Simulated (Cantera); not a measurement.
Hydrocarbon pyrolysis for carbon deposition

An isothermal, constant-pressure homogeneous reactor starts with 2.78 % CH4, 97.2 % N2, at 1398 K and 130000 Pa.

Cantera simulation using GRI-Mech 3.0 (53 species, 325 reactions); the numbers are that mechanism's predictions, not measurements. GRI-Mech 3.0 stops at C3 and has no aromatics, soot or wall deposition, so with more carbon than oxygen in the feed, carbon stays in small species such as C2H2 where larger ones or solid carbon would form.

```csv
t (s),x CH4,x HCN,x C2H,x H,x CH3,x C2H4
2.00e-6,0.0278,<1e-12,<1e-12,1.26e-9,2.78e-9,<1e-12
7.96e-6,0.0278,<1e-12,<1e-12,1.93e-9,1.42e-8,<1e-12
3.17e-5,0.0278,<1e-12,<1e-12,1.96e-9,6.21e-8,<1e-12
0.000126,0.0278,<1e-12,<1e-12,1.96e-9,2.53e-7,8.81e-12
0.000502,0.0278,<1e-12,<1e-12,1.97e-9,1.00e-6,5.80e-10
0.00200,0.0278,<1e-12,<1e-12,2.13e-9,3.43e-6,3.11e-8
0.00796,0.0278,<1e-12,<1e-12,2.63e-9,6.32e-6,6.65e-7
0.0317,0.0277,<1e-12,<1e-12,4.56e-9,1.03e-5,8.18e-6
0.126,0.0274,1.65e-12,<1e-12,1.73e-8,1.63e-5,9.62e-5
0.502,0.0259,2.47e-11,1.62e-11,7.43e-8,1.54e-5,0.000317
2.00,0.0221,1.75e-10,5.86e-11,1.94e-7,1.05e-5,0.000190
```
x: mole fraction; the columns are a selection and need not sum to one.

Equilibrium at this temperature and pressure: CH4 0.00131, HCN 0.0209, C2H 4.71e-11, H 8.20e-7, CH3 5.56e-7, C2H4 9.78e-5 (gas phase only).
